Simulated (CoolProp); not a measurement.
The fluid at 298.15 K and 3.51 MPa flows at 0.42 m/s in a round tube of 4.6 mm bore and 15 µm roughness, fully developed (64/Re and Nu = 3.66 if laminar; Colebrook and Gnielinski if turbulent). The same conditions are run with several fluids, on thermodynamics alone (safety and materials aside).

The numbers come from the reference Helmholtz-energy equation of state of each fluid (CF4 (R14): Platzer 1990; dry air: Lemmon 2000; carbon dioxide: Span 1996; oxygen: Schmidt 1985) in CoolProp. The equations of Platzer and Polt are older, rougher fits. Blends and air are pseudo-pure fits.

```
fluid           Reynolds number  Darcy friction factor  pressure drop (Pa/m)  heat-transfer coefficient (W/(m² K))  mass flow (kg/h)
--------------  ---------------  ---------------------  --------------------  ------------------------------------  ----------------
CF4 (R14)                   [?]                 0.0335                   [?]                                   201              3.59
dry air                    4200                 0.0426                  33.8                                   [?]              1.04
carbon dioxide              [?]                    [?]                  53.5                                   168               [?]
oxygen                     4200                 0.0426                  37.8                                  92.2               [?]
```

Problem. Fill in the missing entries.

Solution. 
- CF4 (R14), Reynolds number: 14000
- CF4 (R14), pressure drop (Pa/m): 91.9
- dry air, heat-transfer coefficient (W/(m² K)): 90.5
- carbon dioxide, Reynolds number: 9660
- carbon dioxide, Darcy friction factor: 0.0357
- carbon dioxide, mass flow (kg/h): 1.97
- oxygen, mass flow (kg/h): 1.16

Transport values come from each fluid's own correlations; those of CF4 (R14) are estimates that may be off by 10 % or more.
